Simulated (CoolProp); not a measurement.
A single-stage vapour-compression cycle with the fluid: evaporating at 310.15 K (dew point), condensing at 353.15 K (bubble point), superheat 8 K, subcooling 0 K, compressor efficiency 0.7, no pressure losses. The same conditions are run with several fluids, on thermodynamics alone (safety and materials aside).

The numbers come from the reference Helmholtz-energy equation of state of each fluid (n-pentane: Thol 2019; R1224YDZ: Akasaka 2023; R142b: Lemmon 2006; R114: Platzer 1990; vinyl chloride: Thol 2022; c-C4F8 (RC318): Platzer 1990) in CoolProp. The equations of Platzer and Polt are older, rougher fits.

Q: Rank n-pentane, R1224YDZ, R142b, R114, vinyl chloride, c-C4F8 (RC318) by cooling COP, highest first.

A: vinyl chloride (4.18), n-pentane (4.13), R1224YDZ (3.97), R142b (3.94), R114 (3.82), c-C4F8 (RC318) (3.14)

| fluid | pressure ratio | discharge temperature (K) | refrigerating effect (kJ/kg) | volumetric capacity (kJ/m³) |
|---|---|---|---|---|
| n-pentane | 3.52 | 358.0 | 264 | 786 |
| R1224YDZ | 3.32 | 360.8 | 112 | 1500 |
| R142b | 2.87 | 369.5 | 140 | 2860 |
| R114 | 3.00 | 357.6 | 83.7 | 1830 |
| vinyl chloride | 2.79 | 390.8 | 249 | 3590 |
| c-C4F8 (RC318) | 2.98 | 353.1 | 53.1 | 2050 |

The compression ends wet for: c-C4F8 (RC318).
